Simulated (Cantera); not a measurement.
Input (Python, Cantera) and output of one run.

```python
import numpy as np
import cantera as ct

gas_names = [...]  # 130 gases of nasa_gas.yaml made of C, H, Mg, O, S
cond_names = """
    C(gr) C6H6(L) C7H8(L) C8H18(L),n-octa H2O(s) H2O(L) H2SO4(L) Mg(cr) Mg(L) MgCO3(s) MgO(s) MgO(L)
    MgO2H2(s) MgS(s) MgSO4(s) MgSO4(L) S(cr1) S(cr2) S(L)
""".split()


# ... load() reads the species with a 1 bar reference pressure and builds the phases ...
atoms = {
    'MgCO3': {'Mg': 1, 'C': 1, 'O': 3},
    'H2S': {'H': 2, 'S': 1},
    'H2O': {'H': 2, 'O': 1},
}
top_T = {'C(gr)': 4500, 'MgS(s)': 2250}  # K; cautious upper limits of use, not melting points


# ... equilibrate(T, P, feed) seeds the gas with the atoms and calls Mixture.equilibrate('TP', solver="vcs", rtol=1e-11, max_steps=5000) ...
results = []
feed = {'MgCO3': 1, 'H2S': 0.056, 'H2O': 1.4}  # mol
T = 1450  # K
P = 39000  # Pa
mix = equilibrate(T, P, feed)
results.append((T, P, feed, dict(zip(mix.species_names, mix.species_moles))))
print(gas.report(threshold=0.0001))
for i in range(1, mix.n_phases):
    print(f"{mix.phase(i).name:16s} {mix.phase_moles(i):12.5e} mol")
```

It prints:

```
       temperature   1450 K
          pressure   39000 Pa
           density   0.091752 kg/m^3
  mean mol. weight   28.363 kg/kmol
   phase of matter   gas

                          1 kg             1 kmol
                     ---------------   ---------------
          enthalpy       -8.3306e+06       -2.3628e+08  J
   internal energy       -8.7557e+06       -2.4834e+08  J
           entropy            9867.4        2.7987e+05  J/K
    Gibbs function       -2.2638e+07        -6.421e+08  J
 heat capacity c_p            1770.8             50226  J/K
 heat capacity c_v            1477.7             41912  J/K

                      mass frac. Y      mole frac. X     chem. pot. / RT
                     ---------------   ---------------   ---------------
                CO          0.037122           0.03759            -40.05
               CO2           0.56022           0.36105           -64.627
                H2         0.0017267          0.024292           -23.164
               H2O           0.35253           0.55502           -47.741
               H2S         0.0014181         0.0011804           -37.793
                SO        0.00024255        0.00014315           -39.207
               SO2          0.045912          0.020329           -63.784
                S2        0.00062811        0.00027784           -29.259
     [ +122 minor]        0.00020371        0.00011103

C(gr)             0.00000e+00 mol
Mg(L)             0.00000e+00 mol
MgO(s)            1.00000e+00 mol
MgS(s)            0.00000e+00 mol
MgSO4(L)          0.00000e+00 mol
S(L)              0.00000e+00 mol
```

These are equilibrium values from Cantera (NASA tables, ideal gas, pure condensed phases), not measurements of a reactor.
